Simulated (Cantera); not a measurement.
## Thermodynamics of silicon nitride deposition, feed SiH2Cl2 + NH3

Input: 1 mol SiH2Cl2, 8.7 mol NH3, held at 4.50 Torr.

These are equilibrium values from Cantera (NASA tables, ideal gas, pure condensed phases), not measurements of a reactor. Candidate condensed phases: NH4Cl, Si, Si3N4; 28 gas species. The tables' values for SiCl, SiN, SiCl3 are old estimates; treat these amounts as uncertain. Gases not in the tables: Si2H6 and higher silanes. The numbers say what is thermodynamically allowed, not how fast it happens.

From 627 °C to 1227 °C the condensed part is Si3N4(s). From 1427 °C to 1827 °C the condensed part is Si(l). The main Si-bearing gas is SiCl4 at 627 °C and Si at 1827 °C.

| T (°C) | log p H2 | log p N2 | log p HCl | log p H | log p Si | log p SiCl2 | n Si3N4(s) | n Si(l) |
|---|---|---|---|---|---|---|---|---|
| 627 | -2.38 | -2.93 | -3.19 | -11.12 | <-14 | -10.56 | 0.333 | 0 |
| 827 | -2.38 | -2.93 | -3.19 | -8.78 | <-14 | -7.76 | 0.333 | 0 |
| 1027 | -2.38 | -2.93 | -3.20 | -7.15 | -12.61 | -5.84 | 0.332 | 0 |
| 1227 | -2.38 | -2.92 | -3.24 | -5.94 | -8.91 | -4.53 | 0.302 | 0 |
| 1427 | -2.38 | -2.87 | -3.43 | -5.02 | -6.17 | -3.92 | 0 | 0.603 |
| 1627 | -2.39 | -2.87 | -3.40 | -4.29 | -4.90 | -3.98 | 0 | 0.600 |
| 1827 | -2.41 | -2.89 | -3.41 | -3.71 | -3.87 | -4.07 | 0 | 0.165 |
log p: log10 of the partial pressure in bar; n: condensed amount in mol.
